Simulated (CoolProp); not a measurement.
Vapour-liquid equilibrium of ammonia (1) + benzene (2) at 68.15 °C; x and y are mole fractions of (1).

Values from CoolProp's multi-fluid Helmholtz-energy mixture model, Gao 2020 and Thol 2012; pair parameters Bell 2016.

```tsv
x	bubble pressure, mixture model (bar)	bubble pressure, Raoult's law (bar)	y, mixture model	y, Raoult's law
0.05	3.596	2.244	0.803	0.707
0.15	9.026	5.349	0.920	0.890
0.25	13.49	8.453	0.945	0.939
0.35	16.84	11.56	[?]	0.961
0.45	[?]	14.66	[?]	0.974
0.55	[?]	17.77	[?]	0.982
0.65	[?]	20.87	[?]	0.988
0.75	24.61	23.98	0.976	0.993
0.85	26.94	27.08	0.983	0.996
0.95	29.95	30.19	0.993	0.999
```

### Question
Fill in the missing entries.

### Answer

- 0.35, y, mixture model: 0.956
- 0.45, bubble pressure, mixture model (bar): 19.25
- 0.45, y, mixture model: 0.962
- 0.55, bubble pressure, mixture model (bar): 21.09
- 0.55, y, mixture model: 0.967
- 0.65, bubble pressure, mixture model (bar): 22.76
- 0.65, y, mixture model: 0.971

The largest gap from Raoult's law is +68.7 % in bubble pressure, at x = 0.15. No azeotrope shows between x = 0.05 and 0.95.

The pair parameters rest on a limited set of measurements; away from them the model extrapolates. The gap from Raoult's law changes sign with composition, which may be real or a fault of the pair parameters; it wasn't checked against measurements. With so large a gap from Raoult's law the liquid may split in two, which this calculation doesn't test in full.
